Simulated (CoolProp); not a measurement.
Aqueous ethanol as a coolant, 19 % by mass, freezing at -10.3 °C, 1 atm.

Values from CoolProp's Melinder's fits for secondary coolants.

```json
[
 {"T (°C)": "-9.2", "cp (kJ/(kg K))": "4.399", "density (kg/m³)": "978.2", "viscosity (mPa s)": "8.73", "conductivity (W/(m K))": "0.444"},
 {"T (°C)": "-5.7", "cp (kJ/(kg K))": "4.394", "density (kg/m³)": "977.7", "viscosity (mPa s)": "7.01", "conductivity (W/(m K))": "0.448"},
 {"T (°C)": "-2.3", "cp (kJ/(kg K))": "4.387", "density (kg/m³)": "977.1", "viscosity (mPa s)": "5.74", "conductivity (W/(m K))": "0.451"},
 {"T (°C)": "1.2", "cp (kJ/(kg K))": "4.379", "density (kg/m³)": "976.4", "viscosity (mPa s)": "4.75", "conductivity (W/(m K))": "0.454"},
 {"T (°C)": "4.7", "cp (kJ/(kg K))": "4.371", "density (kg/m³)": "975.5", "viscosity (mPa s)": "3.98", "conductivity (W/(m K))": "0.458"},
 {"T (°C)": "8.2", "cp (kJ/(kg K))": "4.362", "density (kg/m³)": "974.5", "viscosity (mPa s)": "3.38", "conductivity (W/(m K))": "0.461"},
 {"T (°C)": "11.7", "cp (kJ/(kg K))": "4.353", "density (kg/m³)": "973.4", "viscosity (mPa s)": "2.90", "conductivity (W/(m K))": "0.464"},
 {"T (°C)": "15.2", "cp (kJ/(kg K))": "4.344", "density (kg/m³)": "972.1", "viscosity (mPa s)": "2.52", "conductivity (W/(m K))": "0.468"},
 {"T (°C)": "18.6", "cp (kJ/(kg K))": "4.336", "density (kg/m³)": "970.8", "viscosity (mPa s)": "2.21", "conductivity (W/(m K))": "0.471"},
 {"T (°C)": "22.1", "cp (kJ/(kg K))": "4.329", "density (kg/m³)": "969.3", "viscosity (mPa s)": "1.95", "conductivity (W/(m K))": "0.474"},
 {"T (°C)": "25.6", "cp (kJ/(kg K))": "4.323", "density (kg/m³)": "967.8", "viscosity (mPa s)": "1.74", "conductivity (W/(m K))": "0.478"},
 {"T (°C)": "29.1", "cp (kJ/(kg K))": "4.319", "density (kg/m³)": "966.1", "viscosity (mPa s)": "1.56", "conductivity (W/(m K))": "0.481"},
 {"T (°C)": "32.6", "cp (kJ/(kg K))": "4.316", "density (kg/m³)": "964.4", "viscosity (mPa s)": "1.40", "conductivity (W/(m K))": "0.484"},
 {"T (°C)": "36", "cp (kJ/(kg K))": "4.316", "density (kg/m³)": "962.6", "viscosity (mPa s)": "1.27", "conductivity (W/(m K))": "0.487"}
]
```
